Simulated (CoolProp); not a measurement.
Model: reference Helmholtz-energy equation of state, Pan 2012, in CoolProp.

Question: For R236FA, give the phase and the Z, Joule-Thomson coefficient (K/MPa) at 21.55 °C and 3950 kPa.

Answer: 
- 21.55 °C and 3950 kPa: liquid; Z 0.177, Joule-Thomson coefficient -0.194
